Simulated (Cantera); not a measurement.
Charge: 1 mol HCl, 3.1 mol H₂O, 0.19 mol O₂, at 700 K and 210 bar.

These are equilibrium values from Cantera (NASA tables, ideal gas, pure condensed phases), not measurements of a reactor. Candidate condensed phases: H₂O; 14 gas species. The ideal-gas law is rough above about 30 bar. Equilibrium is a limit: real reactors are often held back by kinetics, nucleation or transport.

What is the equilibrium state?


| Item | Value |
|---|---|
| x(H₂O) | 0.828 |
| x(HCl) | 0.0867 |
| x(Cl₂) | 0.0777 |
| x(O₂) | 0.00714 |
| x(HOCl) | 7.45e-6 |
| gas amount | 4.130 mol |
